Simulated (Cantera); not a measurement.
Charge: 1 mol Al, 0.033 mol HI, 0.17 mol O₂, at 1000 Pa.

Cantera equilibrium calculation (NASA polynomials, part measured and part estimated; ideal gas, pure solids and liquids). Candidate condensed phases: Al, AlI₃, Al₂O₃, H₂O, I₂; 25 gas species. Mutual solubility and eutectic melting of coexisting phases are not modelled. Rates play no part.

x: gas mole fraction; n: condensed amount in mol.

```
T (°C)   x H₂  x AlI₃     x AlI  x Al₂I₆      x HI  n Al(s)  n Al₂O₃(s)  n Al(l)
------  -----  ------  --------  -------  --------  -------  ----------  -------
450     0.600   0.398  0.000959      ___   7.07e-6    0.762       0.113        0
500     0.599   0.397   0.00383      ___   1.85e-5    0.762       0.113        0
550     0.595   0.392    0.0128      ___   4.29e-5    0.762       0.113        0
600     0.585   0.378    0.0370      ___   8.91e-5    0.762       0.113        0
650     0.563   0.344    0.0926      ___  0.000166    0.761       0.113        0
700     0.522   0.283     0.195      ___  0.000278        0       0.113    0.758
750     0.460   0.190     0.350      ___  0.000401        0       0.113    0.754
```

Question: Complete the blanks.

Answer: 
- 450, x Al₂I₆: 0.00120
- 500, x Al₂I₆: 0.000430
- 550, x Al₂I₆: 0.000172
- 600, x Al₂I₆: 7.29e-5
- 650, x Al₂I₆: 3.04e-5
- 700, x Al₂I₆: 1.11e-5
- 750, x Al₂I₆: 2.87e-6
